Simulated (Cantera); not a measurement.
An isothermal, constant-pressure homogeneous reactor starts with NO : N2 = 1 : 1.5 (molar parts), at 1800 K and 48.8 Torr. Integrator tolerance rtol = 1e-08.

Computed with Cantera and GRI-Mech 3.0 (53 species, 325 reactions).

Task: What does this change do: 0.086 parts H2O added?

Result: 
```
quantity                                            before                                     after
----------------  ----------------------------------------  ----------------------------------------
x(NO) at 10.0 s      0.343 (gas-phase equilibrium 0.00408)     0.329 (gas-phase equilibrium 0.00394)
x(O2) at 10.0 s       0.0284 (gas-phase equilibrium 0.198)      0.0286 (gas-phase equilibrium 0.191)
x(N2O) at 10.0 s   4.31e-5 (gas-phase equilibrium 6.01e-8)   2.89e-5 (gas-phase equilibrium 5.71e-8)
x(NO2) at 10.0 s   8.14e-5 (gas-phase equilibrium 2.53e-6)   7.59e-5 (gas-phase equilibrium 2.40e-6)
x(O) at 10.0 s    9.08e-5 (gas-phase equilibrium 0.000214)  8.54e-5 (gas-phase equilibrium 0.000210)
x(N2) at 10.0 s        0.629 (gas-phase equilibrium 0.798)       0.609 (gas-phase equilibrium 0.771)
```
